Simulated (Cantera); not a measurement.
**Premixed flame**

A freely propagating, adiabatic, planar premixed flame of CH₄ : CO : O₂ : N₂ = 1 : 0.14 : 2.52 : 9.49 (molar parts), equivalence ratio 0.82, unburnt at 375 K and 3.16 atm; mixture-averaged transport, grid criteria slope 0.08 and curve 0.16, no radiation.

Cantera simulation using GRI-Mech 3.0 (53 species, 325 reactions); the numbers are that mechanism's predictions, not measurements. Burning velocities carry a grid error of a few per cent, more on coarse grids.

| z (mm) | T (K) | u (m/s) | x CH₄ | x CO | x O₂ | x C₂H₂ | x HCN | x NO |
|---|---|---|---|---|---|---|---|---|
| -0.622 | 375 | 0.278 | 0.0760 | 0.0106 | 0.192 | <1e-8 | <1e-8 | <1e-8 |
| -0.414 | 379 | 0.280 | 0.0757 | 0.0107 | 0.191 | 1.65e-8 | <1e-8 | <1e-8 |
| -0.311 | 392 | 0.291 | 0.0748 | 0.0108 | 0.190 | 1.11e-7 | <1e-8 | <1e-8 |
| -0.207 | 484 | 0.360 | 0.0697 | 0.0120 | 0.184 | 1.12e-6 | 1.84e-8 | 7.02e-8 |
| -0.104 | 915 | 0.686 | 0.0465 | 0.0192 | 0.148 | 9.68e-6 | 1.63e-7 | 1.37e-6 |
| -0.0518 | 1311 | 0.986 | 0.0246 | 0.0270 | 0.110 | 2.21e-5 | 3.55e-7 | 3.67e-6 |
| 0 | 1693 | 1.27 | 0.00452 | 0.0317 | 0.0686 | 3.28e-5 | 6.21e-7 | 6.74e-6 |
| 0.0518 | 1854 | 1.39 | 0.000142 | 0.0224 | 0.0484 | 2.03e-6 | 3.62e-7 | 1.02e-5 |
| 0.104 | 1923 | 1.43 | 2.39e-6 | 0.0140 | 0.0425 | 2.22e-8 | 9.23e-8 | 1.26e-5 |
| 0.207 | 1997 | 1.48 | <1e-8 | 0.00739 | 0.0385 | <1e-8 | <1e-8 | 1.58e-5 |
| 0.414 | 2055 | 1.52 | <1e-8 | 0.00360 | 0.0362 | <1e-8 | <1e-8 | 1.96e-5 |
| 0.829 | 2086 | 1.54 | <1e-8 | 0.00160 | 0.0351 | <1e-8 | <1e-8 | 2.34e-5 |
| 1.66 | 2096 | 1.54 | <1e-8 | 0.000858 | 0.0348 | <1e-8 | <1e-8 | 2.78e-5 |
x: mole fraction of selected species; z is measured from the peak of heat release.

- laminar burning velocity: 27.7 cm/s
- thermal thickness: 0.207 mm
- peak x(C₂H₂): 3.56e-5
- peak x(HCN): 6.34e-7
- grid points: 146
